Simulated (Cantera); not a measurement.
A perfectly stirred reactor is fed with 1.85 % H₂, 39.3 % O₂, 58.9 % N₂, equivalence ratio 0.024, at 0.0133 bar; it is held at 1350 K, and followed from long to short residence time.

Model: the H2/O2 subset of GRI-Mech 3.0, which has no nitrogen chemistry, integrated in Cantera. Radical loss at walls, strong at low pressure, is not modelled.

x: mole fraction; the columns are a selection and need not sum to one.

```
τ (s)         x H₂   x O₂    x HO₂        x OH         x H
------  ----------  -----  -------  ----------  ----------
3.5        5.16e-5  0.385  2.96e-7    0.000756    0.000105
1.9        7.39e-5  0.385  3.59e-7    0.000906    0.000182
1.0       0.000106  0.384  4.29e-7     0.00108    0.000314
0.55      0.000145  0.383  4.94e-7     0.00126    0.000499
0.30      0.000195  0.382  5.54e-7     0.00145    0.000753
0.16      0.000259  0.381  6.08e-7     0.00163     0.00107
0.087     0.000337  0.380  6.50e-7     0.00179     0.00140
0.047     0.000444  0.379  6.84e-7     0.00193     0.00170
0.025     0.000612  0.378  7.15e-7     0.00208     0.00197
0.014   (withheld)  0.378  7.43e-7     0.00224  (withheld)
0.0073  (withheld)  0.378  7.77e-7  (withheld)  (withheld)
```

Q: Complete the blanks.

A: 
- 0.014, x H₂: 0.000866
- 0.014, x H: 0.00217
- 0.0073, x H₂: 0.00136
- 0.0073, x OH: 0.00247
- 0.0073, x H: 0.00237
